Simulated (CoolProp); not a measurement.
Octamethyltrisiloxane (MDM) at 395.71 K and 2.59 MPa is throttled through a valve to 1.38 MPa with no heat exchange. Each further row changes one setting.

Computed with CoolProp (reference Helmholtz-energy equation of state, Thol 2017).

```
case                       temperature change (K)  final density (kg/m³)
-------------------------  ----------------------  ---------------------
as stated                                    +0.3                    715
outlet pressure 0.414 MPa                    +0.6                    [?]
outlet pressure 1.79 MPa                      [?]                    [?]
```

Question: What belongs in the gaps?

Answer: 
- outlet pressure 0.414 MPa, final density (kg/m³): 712
- outlet pressure 1.79 MPa, temperature change (K): +0.2
- outlet pressure 1.79 MPa, final density (kg/m³): 717
